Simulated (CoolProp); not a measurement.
Vapour-liquid equilibrium of R1234yf (1) + isobutane (2) at 237.4 K; x and y are mole fractions of (1).

Values from CoolProp's multi-fluid Helmholtz-energy mixture model, Lemmon 2022 and Bücker 2006; pair parameters Bell 2016.

```tsv
x	bubble pressure (kPa)	y at the bubble point	dew pressure at overall composition x (kPa)	liquid density (mol/L)
0.05	46.59	0.269	37.14	10.66
0.2	64.71	0.527	43.15	10.68
0.35	72.19	0.612	51.27	10.72
0.5	76.04	0.666	62.36	10.79
0.65	78.44	0.721	75.04	10.88
0.8	79.47	0.800	79.47	11.01
0.95	77.79	0.933	77.42	11.17
```

y crosses x between x = 0.8 and 0.95: the model has an azeotrope there.

Pair parameters are fitted to limited data, so mixtures are less certain than the pure fluids.
